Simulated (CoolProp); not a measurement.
Computed with CoolProp (reference Helmholtz-energy equation of state, Schroeder 2014).

### Question
For ethanol, give the phase and the speed of sound (m/s), expansivity (1/kK), viscosity (µPa s) at 519.4 K and 18800 kPa; 519.4 K and 56400 kPa.

### Answer
- 519.4 K and 18800 kPa: supercritical; speed of sound 551, expansivity 3.64, viscosity 84.5
- 519.4 K and 56400 kPa: supercritical; speed of sound 907, expansivity 1.67, viscosity 130

Viscosity comes from a separate model (Kiselev 2005).
